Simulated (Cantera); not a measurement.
Feed: 1 mol TiCl4, 1.1 mol C3H8, 1.3 mol H2, equilibrated at 1700 °C and 43.0 Pa.

These are equilibrium values from Cantera (NASA tables, ideal gas, pure condensed phases), not measurements of a reactor. Candidate condensed phases: C, C6H6, C7H8, C8H18, Ti, TiC, TiCl2, TiCl3, TiCl4; 96 gas species. The tables' values for TiCl2 are old estimates; treat these amounts as uncertain. TiC: taken at fixed stoichiometry. Equilibrium is a limit: real reactors are often held back by kinetics, nucleation or transport.

Question: What is the equilibrium state?

Answer: 
```json
{
 "x(HCl)": "0.462",
 "x(H2)": "0.458",
 "x(H)": "0.0441",
 "x(Cl)": "0.0332",
 "x(TiCl2)": "0.00121",
 "x(TiCl3)": "0.000568",
 "x(C2H2 (acetylene))": "0.000294",
 "x(TiCl)": "4.34e-5",
 "x(TiCl4)": "2.30e-6",
 "n(C(graphite))": "2.31 mol",
 "n(TiC(s))": "0.985 mol",
 "gas_amount": "8.008 mol",
 "log10 activity of Ti(l) (absent)": "-4.19",
 "log10 activity of TiCl4(l) (absent)": "-10.80"
}
```
